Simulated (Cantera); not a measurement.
**Thermodynamics of carbon deposition, reforming and gasification, feed C2H5OH + O2 + N2**

Charge: 1 mol C2H5OH, 0.11 mol O2, 1.5 mol N2, at 1800 °C and 10.0 mbar.

Equilibrium computed with Cantera from the NASA thermochemical tables; the gas is ideal and each condensed phase is pure. Candidate condensed phases: C, C6H6, C7H8, C8H18, H2O; 136 gas species. Kinetics and transport are ignored.

| Property | Value |
|---|---|
| x(H2) | 0.506 |
| x(N2) | 0.256 |
| x(CO) | 0.211 |
| x(H) | 0.0187 |
| x(HCN) | 0.00700 |
| x(C2H2 (acetylene)) | 0.000621 |
| x(HNC) | 0.000452 |
| x(CN) | 7.17e-6 |
| n(C(graphite)) | 0.730 mol |
| gas amount | 5.774 mol |
